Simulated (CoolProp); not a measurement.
Computed with CoolProp (reference Helmholtz-energy equation of state, Zhou 2011).

Problem. For dimethyl carbonate, give the phase and the cv (kJ/(kg K)), Joule-Thomson coefficient (K/MPa) at 598.4 K and 0.063 MPa.

Solution. 
- 598.4 K and 0.063 MPa: gas; cv 1.77, Joule-Thomson coefficient 5.49
